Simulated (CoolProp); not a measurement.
100 sccm (0 °C, 1 atm) of nitrogen bubbles through liquid ethanol at 279.3 K and leaves saturated at a total pressure of 0.0692 MPa (ideal gas phase). Each further row changes one setting.

The numbers come from the reference Helmholtz-energy equation of state, Schroeder 2014 in CoolProp.

| case | vapour pressure (kPa) | mole fraction of vapour | delivery (mg/min) | delivery (sccm) | change of delivery for a bath 1 K warmer (%) |
|---|---|---|---|---|---|
| as stated | 2.44 | 0.0353 | 7.52 | [?] | [?] |
| bath temperature 284.3 K | 3.39 | 0.0490 | [?] | 5.15 | 7.0 |
| total pressure 0.138 MPa | 2.44 | 0.0177 | [?] | 1.80 | 7.0 |

### Question
Complete the blanks.

### Answer

- as stated, delivery (sccm): 3.66
- as stated, change of delivery for a bath 1 K warmer (%): 7.2
- bath temperature 284.3 K, delivery (mg/min): 10.6
- total pressure 0.138 MPa, delivery (mg/min): 3.70
